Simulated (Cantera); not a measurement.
Input: 1 mol Pb, 0.1 mol NH3, 300 mol N2, held at 3.60 bar.

Method: chemical equilibrium by Gibbs-energy minimisation in Cantera with the NASA 1993 tables (ideal gas, pure condensed phases). Candidate condensed phases: Pb; 11 gas species. Kinetics and transport are ignored. All values below are at 1275 K.

Base state: N2 0.999, Pb 0.000524, H2 0.000499 (mole fractions); condensed: Pb(l).

Q: What changes in the equilibrium state with this change: Pb replaced by Si?

A: 
| species | before | after |
|---|---|---|
| N2 | 0.999 | 0.999 |
| H2 | 0.000499 | 0.000501 |
| Pb | 0.000524 | 0 |
| Pb(l), mol | 0.843 | 0 |
| Si3N4(s), mol | 0 | 0.333 |
Further candidate phases: Si, Si3N4.
